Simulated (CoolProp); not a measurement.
Vapour-liquid equilibrium of R143a (1) + R152A (2) at 0.0653 MPa; x and y are mole fractions of (1).

The numbers come from the multi-fluid Helmholtz-energy mixture model, Lemmon and Jacobsen 2000 and Outcalt 1996; pair parameters Bell 2016 in CoolProp.

```
x     bubble temperature, mixture model (°C)  bubble temperature, Raoult's law (°C)  y, mixture model  y, Raoult's law
----  --------------------------------------  -------------------------------------  ----------------  ---------------
0.05                                   -36.1                                  -35.4               [?]            0.132
0.15                                   -40.2                                  -38.7             0.380            0.343
0.25                                   -43.3                                  -41.6             0.529            0.502
0.35                                     [?]                                  -44.3             0.636            0.624
0.45                                   -48.0                                  -46.6             0.719            0.720
0.55                                     [?]                                  -48.7             0.785            0.796
0.65                                   -51.4                                  -50.6               [?]            0.858
0.75                                   -52.9                                  -52.3               [?]            0.908
0.85                                   -54.2                                  -53.9             0.937            0.950
0.95                                   -55.5                                  -55.4             0.980            0.985
```

Problem. Fill in the missing entries.

Solution. 
- 0.05, y, mixture model: 0.158
- 0.35, bubble temperature, mixture model (°C): -45.9
- 0.55, bubble temperature, mixture model (°C): -49.8
- 0.65, y, mixture model: 0.842
- 0.75, y, mixture model: 0.892

The largest gap from Raoult's law is -1.7 K in bubble temperature, at x = 0.25. No azeotrope shows between x = 0.05 and 0.95.

Pair parameters are fitted to limited data, so mixtures are less certain than the pure fluids.
